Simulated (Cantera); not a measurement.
Feed: 1 mol C, 15 mol H₂, held at 9800 Pa.

Method: chemical equilibrium by Gibbs-energy minimisation in Cantera with the NASA 1993 tables (ideal gas, pure condensed phases). Candidate condensed phases: C, C₆H₆, C₇H₈, C₈H₁₈; 76 gas species. Equilibrium is a limit: real reactors are often held back by kinetics, nucleation or transport.

x: gas mole fraction; n: condensed amount in mol.

```
T (°C)   x H₂       x H     x CH₄  x C₂H₂ (acetylene)  n C(graphite)
------  -----  --------  --------  ------------------  -------------
527     0.929  8.92e-12    0.0714              <1e-12              …
727     0.991   7.22e-9   0.00919             1.13e-9              …
927     0.998   6.30e-7   0.00154             1.03e-7          0.977
1127    1.000   1.55e-5  0.000423             2.52e-6          0.994
1327    1.000  0.000174  0.000160             2.75e-5          0.997
1527    0.999   0.00114   7.52e-5            0.000175          0.994
1727    0.994   0.00518   4.11e-5            0.000764          0.976
1927    0.980    0.0178   2.47e-5             0.00251          0.923
2127    0.944    0.0494   1.55e-5             0.00658              …
2327    0.871     0.114   9.56e-6              0.0141              …
2527    0.747     0.226   5.37e-6              0.0249              …
2727    0.587     0.387   2.00e-6              0.0211              …
```

Q: What belongs in the gaps?

A: 
- 527, n C(graphite): 0
- 727, n C(graphite): 0.863
- 2127, n C(graphite): 0.795
- 2327, n C(graphite): 0.537
- 2527, n C(graphite): 0.0781
- 2727, n C(graphite): 0
